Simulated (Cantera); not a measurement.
## Thermodynamics of carbon deposition, reforming and gasification, feed C₃H₆ + NH₃ + N₂ + H₂O

Feed: 1 mol C₃H₆, 0.14 mol NH₃, 3.9 mol N₂, 0.74 mol H₂O, equilibrated at 0.0270 bar.

Cantera equilibrium calculation (NASA polynomials, part measured and part estimated; ideal gas, pure solids and liquids). Candidate condensed phases: C, C₆H₆, C₇H₈, C₈H₁₈, H₂O; 169 gas species. Ions and electrons are included (thermal ionisation). Equilibrium is a limit: real reactors are often held back by kinetics, nucleation or transport.

From 2500 K to 3000 K the condensed part is C(graphite). From 3500 K to 5000 K nothing is condensed. The main C-bearing gas is CO at 2500 K and C at 5000 K.

```csv
T (K),x H,x N₂,x H₂,x C,x N,x CO,x HCN,x CN,x C₃,n C(graphite)
2500,0.0929,0.421,0.369,6.16e-6,1.15e-6,0.0815,0.0279,0.000407,1.84e-5,1.90
3000,0.364,0.333,0.144,0.00188,4.89e-5,0.0680,0.0437,0.0114,0.0116,0.835
3500,0.535,0.276,0.0221,0.0304,0.000708,0.0557,0.00899,0.0336,0.0228,0
4000,0.540,0.256,0.00310,0.100,0.00546,0.0513,0.000882,0.0321,0.00258,0
4500,0.528,0.244,0.000630,0.132,0.0271,0.0495,7.33e-5,0.0163,6.54e-5,0
5000,0.508,0.206,0.000169,0.138,0.0916,0.0463,7.76e-6,0.00750,2.09e-6,0
```
x: gas mole fraction; n: condensed amount in mol.
